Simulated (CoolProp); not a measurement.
A single-stage vapour-compression cycle with the fluid: evaporating at 308.15 K (dew point), condensing at 363.15 K (bubble point), superheat 5 K, subcooling 8 K, compressor efficiency 0.6, no pressure losses. The same conditions are run with several fluids, on thermodynamics alone (safety and materials aside).

Model: reference Helmholtz-energy equation of state of each fluid (isobutene: Lemmon 2005; vinyl chloride: Thol 2022; cyclopropane: Polt 1992; chloromethane (R40): Thol 2014; R141b: Lemmon 2006; dimethyl carbonate: Zhou 2011), in CoolProp. The equations of Platzer and Polt are older, rougher fits.

```tsv
fluid	cooling COP	pressure ratio	discharge temperature (K)	refrigerating effect (kJ/kg)	volumetric capacity (kJ/m³)
isobutene	(withheld)	3.68	(withheld)	234	2300
vinyl chloride	(withheld)	3.61	414.4	241	3340
cyclopropane	(withheld)	3.25	396.4	275	4880
chloromethane (R40)	2.72	3.51	438.1	285	4800
R141b	2.89	4.79	(withheld)	168	(withheld)
dimethyl carbonate	(withheld)	8.49	397.7	330	136
```

Problem. Complete the blanks.

Solution. 
- isobutene, cooling COP: 2.61
- isobutene, discharge temperature (K): 378.0
- vinyl chloride, cooling COP: 2.79
- cyclopropane, cooling COP: 2.58
- R141b, discharge temperature (K): 389.8
- R141b, volumetric capacity (kJ/m³): 884
- dimethyl carbonate, cooling COP: 3.00
